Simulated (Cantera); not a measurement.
Feed: 1 mol C2H5OH, 0.23 mol H2O, 30 mol H2, at 1330 Pa.

These are equilibrium values from Cantera (NASA tables, ideal gas, pure condensed phases), not measurements of a reactor. Candidate condensed phases: C, C6H6, C7H8, C8H18, H2O; 110 gas species. Kinetics and transport are ignored.

**Question.** What share of the C ends up in condensed phases as a function of T (K), at 1925, 1975, 2025, 2075, 2125, 2175, 2225, 2275?

**Answer.** 
```csv
T (K),C condensed (%),as
1925,37.0,C(graphite)
1975,36.3,C(graphite)
2025,35.5,C(graphite)
2075,34.4,C(graphite)
2125,33.0,C(graphite)
2175,31.2,C(graphite)
2225,29.0,C(graphite)
2275,26.3,C(graphite)
```
